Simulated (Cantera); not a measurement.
A Cantera script and what it prints.

```python
import numpy as np
import cantera as ct

gas_names = """
    AL ALC ALH ALN ALO ALOH ALO2 ALO2H AL2 AL2O AL2O2 C CH CH2 CH3 CH2OH CH3O CH4 CH3OH CN CO CO2 COOH
    C2 C2H CHCO,ketyl C2H2,acetylene C2H2,vinylidene CH2CO,ketene C2H3,vinyl CH3CN CH3CO,acetyl C2H4
    C2H4O,ethylen CH3CHO,ethanal CH3COOH (HCOOH)2 C2H5 C2H6 CH3OCH3 C2H5OH CCN CNC C2N2 C2O C3
    C3H3,propargyl C3H4,allene C3H4,propyne C3H4,cyclo- C3H5,allyl C3H6,propylene C3H6,cyclo- C3H6O
    C3H7,n-propyl C3H7,i-propyl C3H8 C3H8O,1propanol C3H8O,2propanol C3O2 C4 C4H2 C4H4,1,3-cyclo-
    C4H6,butadiene C4H6,2-butyne C4H6,cyclo- C4H8,1-butene C4H8,cis2-buten C4H8,tr2-butene
    C4H8,isobutene C4H8,cyclo- (CH3COOH)2 C4H9,n-butyl C4H9,i-butyl C4H9,s-butyl C4H9,t-butyl
    C4H10,isobutane C4H10,n-butane C4N2 C5 C5H6,1,3cyclo- C5H8,cyclo- C5H10,1-pentene C5H10,cyclo-
    C5H11,pentyl C5H11,t-pentyl C5H12,n-pentane C5H12,i-pentane CH3C(CH3)2CH3 C6H2 C6H5,phenyl
    C6H5O,phenoxy C6H6 C6H5OH,phenol C6H10,cyclo- C6H12,1-hexene C6H12,cyclo- C6H13,n-hexyl C7H7,benzyl
    C7H8 C7H8O,cresol C7H14,1-heptene C7H15,n-heptyl C7H16,n-heptane C8H8,styrene C8H10,ethylbenz
    C8H16,1-octene C8H17,n-octyl C8H18,isooctane C8H18,n-octane C9H19,n-nonyl C10H8,naphthale
    C10H21,n-decyl C12H9,o-bipheny C12H10,bipheny H HALO HCN HCO HCCN HNC HNCO HNO HNO2 HNO3 HO2 H2
    HCHO,formaldehy HCOOH H2O H2O2 N NCO NH NH2 NH3 NH2OH NO NO2 NO3 N2 N2H2 N2H4 N2O O OH O2 O3
""".split()
cond_names = """
    AL(cr) AL(L) ALN(s) AL2O3(a) AL2O3(L) C(gr) C6H6(L) C7H8(L) C8H18(L),n-octa H2O(s) H2O(L)
""".split()


def load(file, names, dense=False):
    # The tables refer to 1 bar. Condensed volumes are neglected.
    table = {s.name: s for s in ct.Species.list_from_file(file)}
    out = []
    for n in names:
        d = dict(table[n].input_data)
        d["thermo"] = dict(d["thermo"], **{"reference-pressure": 1e5})
        if dense:
            d["equation-of-state"] = {"model": "constant-volume", "density": "1e6 g/cm^3"}
        out.append(ct.Species.from_dict(d))
    return out


gas = ct.Solution(thermo="ideal-gas", species=load("nasa_gas.yaml", gas_names))
cond = {s.name: ct.Solution(thermo="fixed-stoichiometry", species=[s], name=s.name)
        for s in load("nasa_condensed.yaml", cond_names, dense=True)}
atoms = {
    'Al(CH3)3': {'AL': 1, 'C': 3, 'H': 9},
    'H2O': {'H': 2, 'O': 1},
    'N2': {'N': 2},
}
top_T = {'ALN(s)': 2750, 'C(gr)': 4500}  # K; cautious upper limits of use, not melting points


def equilibrate(T, P, feed):
    n = {}
    for name, mol in feed.items():
        for a, k in atoms[name].items():
            n[a] = n.get(a, 0.0) + k * mol
    gas.TPX = T, P, n
    mass = sum(n.values()) * gas.mean_molecular_weight
    gas.equilibrate("TP")
    valid = [c for c in cond.values() if c.min_temp <= T <= top_T.get(c.name, c.max_temp)]
    mix = ct.Mixture([(gas, mass / gas.mean_molecular_weight)] + [(c, 0.0) for c in valid])
    mix.T, mix.P = T, P
    mix.equilibrate("TP", solver="vcs", rtol=1e-11, max_steps=5000)
    return mix


results = []
feed = {'Al(CH3)3': 1, 'H2O': 7.6, 'N2': 4}  # mol
P = 133.322  # Pa
for T in [625, 725, 825, 925, 1025, 1125, 1225, 1325, 1425, 1525, 1625, 1725, 1825]:
    mix = equilibrate(T, P, feed)
    results.append((T, P, feed, dict(zip(mix.species_names, mix.species_moles))))

top = {s: max(r[3][s] / sum(r[3][g] for g in gas_names) for r in results) for s in gas_names}
cols = sorted((s for s in top if top[s] > 1e-05), key=lambda s: -top[s])[:6]
seen = [c for c in cond_names if any(r[3].get(c, 0) > 1e-12 for r in results)]
print("log10 of partial pressures in bar; condensed amounts in mol")
print(f"{'T/K':>10s}" + "".join(f"{s[:9]:>10s}" for s in cols + seen))
for T, P, feed, n in results:
    ng = sum(n[g] for g in gas_names)
    print(f"{T:10.4g}" + "".join(f"{np.log10(max(n[s] / ng * P / 1e5, 1e-99)):10.3f}" for s in cols)
          + "".join(f"{n.get(c, 0):10.4g}" for c in seen))
```

It prints:

```
log10 of partial pressures in bar; condensed amounts in mol
       T/K        H2        N2       H2O        CO       CO2       CH4  AL2O3(a)     C(gr)
       625    -3.156    -3.529    -3.828    -4.512    -3.867    -4.627       0.5    0.4286
       725    -3.133    -3.554    -3.969    -4.001    -3.961    -6.436       0.5         0
       825    -3.148    -3.554    -3.877    -3.901    -4.077    -8.409       0.5         0
       925    -3.160    -3.554    -3.818    -3.839    -4.191    -9.971       0.5         0
      1025    -3.168    -3.554    -3.780    -3.799    -4.297   -11.234       0.5         0
      1125    -3.175    -3.554    -3.755    -3.772    -4.393   -12.274       0.5         0
      1225    -3.180    -3.554    -3.737    -3.754    -4.478   -13.144       0.5         0
      1325    -3.183    -3.554    -3.725    -3.741    -4.553   -13.881       0.5         0
      1425    -3.186    -3.554    -3.716    -3.732    -4.619   -14.514       0.5         0
      1525    -3.188    -3.554    -3.709    -3.725    -4.677   -15.063       0.5         0
      1625    -3.190    -3.554    -3.704    -3.720    -4.727   -15.544       0.5         0
      1725    -3.193    -3.555    -3.701    -3.716    -4.771   -15.970       0.5         0
      1825    -3.197    -3.556    -3.700    -3.714    -4.810   -16.353       0.5         0
```

These are equilibrium values from Cantera (NASA tables, ideal gas, pure condensed phases), not measurements of a reactor. The feed counts by its element totals alone.
